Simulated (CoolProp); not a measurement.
Saturation properties of R143a (Tc = 345.9 K, pc = 3.762 MPa, ω = 0.261).

Model: reference Helmholtz-energy equation of state, Lemmon and Jacobsen 2000, in CoolProp.

```csv
T (K),p (MPa),vapour density (kg/m³),liquid cp (kJ/(kg K)),liquid viscosity (µPa s),vapour viscosity (µPa s)
237.6,0.1710,7.814,1.358,195,8.90
242.5,0.2093,9.472,1.373,187,9.08
247.4,0.2540,11.40,1.389,179,9.25
252.3,0.3056,13.62,1.406,171,9.42
257.2,0.3649,16.17,1.425,164,9.60
262.1,0.4326,19.10,1.444,157,9.78
267,0.5093,22.44,1.466,150,9.97
271.9,0.5959,26.25,1.489,144,10.2
276.8,0.6931,30.59,1.514,137,10.4
281.7,0.8018,35.52,1.543,131,10.6
286.6,0.9228,41.13,1.574,125,10.9
291.5,1.057,47.52,1.611,119,11.2
```

It boils at 225.9 K under 1 atm.

Viscosity comes from a separate model (Klein 1997), an estimate that may be off by 10 % or more.
